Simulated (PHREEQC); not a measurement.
0.081 g of hydrous ferric oxide (600 m²/g; 0.2 weak and 0.005 strong sites per Fe, Dzombak-Morel constants, diffuse double layer) in 1 kg of water with 0.005 mol/kgw of an inert sodium salt and 2.5e-06 mol/kgw MnCl2 and 1.2e-05 mol/kgw CaCl2, at 25 °C; the pH is set by adding NaOH or the inert anion's acid. The system is closed to oxygen. No CO2 enters from the air. Precipitation was switched off in this run.

The numbers come from PHREEQC with the ion-association model, wateq4f.dat.

```
pH   Mn sorbed (%)  Ca sorbed (%)  surface charge σ (C/m²)  surface potential ψ (mV)
---  -------------  -------------  -----------------------  ------------------------
3              0.0            0.0                    0.303                       215
4              0.0            0.0                    0.183                       194
5              0.0            0.0                    0.090                       158
5.5            0.2            0.0                    0.060                       137
6.5            9.2            0.0                    0.023                        89
7.5           82.7            0.9                    0.006                        36
8.5           99.3           21.0                   -0.003                       -18
9             99.8           54.9                   -0.008                       -43
10           100.0           98.5                   -0.025                       -93
11           100.0          100.0                   -0.069                      -140
```

Complexes and solids missing from the database can't appear. The oxide is taken as insoluble; below pH 4 it would dissolve.
